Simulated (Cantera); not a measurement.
Input: 1 mol Si2Cl6, 1.8 mol NH3, 48 mol N2, held at 1727 °C and 1.33 mbar.

Cantera equilibrium calculation (NASA polynomials, part measured and part estimated; ideal gas, pure solids and liquids). Candidate condensed phases: NH4Cl, Si, Si3N4; 28 gas species. The feed counts by its element totals alone. The tables' values for SiCl, SiCl3, SiN are old estimates; treat these amounts as uncertain. The numbers say what is thermodynamically allowed, not how fast it happens.

Base state: N2 0.883, HCl 0.0409, SiCl2 0.0285, H2 0.0248, Cl 0.00861, H 0.00701, Si 0.00578, SiCl 0.00163 (mole fractions); condensed: gas only.

**Question.** What changes in the equilibrium state with this change: NH3 from 1.8 to 0.29 mol?

**Answer.** 
```
species   before     after
-------  -------  --------
N2         0.883     0.920
SiCl2     0.0285    0.0364
Cl       0.00861    0.0254
HCl       0.0409    0.0150
H2        0.0248  0.000383
SiH      2.25e-5   4.10e-7
Si2      1.06e-5   2.28e-7
Si2N     1.20e-5   2.63e-7
```
The tables' values for SiCl, SiCl3 are old estimates; treat these amounts as uncertain.
